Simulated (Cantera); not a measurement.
Gas mixture: 100 % CO, at 0.170 bar, frozen composition.

Cantera's kinetic-theory transport with the Lennard-Jones parameters of GRI-Mech 3.0, ideal gas; thermal conductivity in the mixture-averaged form.

One state of this run: ρ (kg/m³) = 0.0818; cp (J/kg/K) = 1112; μ (µPa s) = 32.3; λ (mW/m/K) = 50.2; Pr = 0.714; D (cm²/s) H = 31.4; D (cm²/s) N2 = 5.27; D (cm²/s) OH = 7.97. D: mixture-averaged diffusion coefficient of that species in the mixture.

Q: Which value of T (K) does it belong to?
A) 500
B) 800
C) 1000
D) 700

A: D, 700
